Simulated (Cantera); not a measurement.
Gas-phase reforming

An isothermal, constant-pressure homogeneous reactor starts with 63.7 % CH₄, 36.3 % H₂O, at 1973 K and 400000 Pa.

Detailed kinetics in Cantera: GRI-Mech 3.0 (53 species, 325 reactions). GRI-Mech 3.0 stops at C3 and has no aromatics, soot or wall deposition, so with more carbon than oxygen in the feed, carbon stays in small species such as C2H2 where larger ones or solid carbon would form.

```tsv
t (s)	x CH₄	x H₂O	x CH₃	x O	x OH
3.00e-6	0.618	0.361	0.00746	9.47e-9	2.23e-5
8.46e-6	0.565	0.354	0.0105	1.94e-8	3.30e-5
2.38e-5	0.427	0.326	0.00850	1.60e-8	3.17e-5
6.72e-5	0.270	0.283	0.00486	8.24e-9	2.49e-5
0.000189	0.148	0.249	0.00260	5.43e-9	2.11e-5
0.000534	0.0717	0.220	0.00127	4.30e-9	1.87e-5
0.00151	0.0368	0.187	0.000657	3.70e-9	1.59e-5
0.00424	0.0263	0.138	0.000455	2.87e-9	1.14e-5
0.0120	0.0202	0.0760	0.000332	1.73e-9	5.98e-6
0.0337	0.0146	0.0256	0.000231	6.36e-10	1.94e-6
0.0950	0.0118	0.00277	0.000184	7.24e-11	2.07e-7
0.268	0.0114	1.55e-5	0.000178	<1e-12	1.16e-9
0.755	0.0114	6.09e-6	0.000178	<1e-12	4.56e-10
2.13	0.0114	6.09e-6	0.000178	<1e-12	4.56e-10
6.00	0.0114	6.09e-6	0.000178	<1e-12	4.56e-10
```
x: mole fraction; the columns are a selection and need not sum to one.

Equilibrium at this temperature and pressure: CH₄ 0.0114, H₂O 6.14e-6, CH₃ 0.000178, O <1e-12, OH 4.60e-10 (gas phase only).
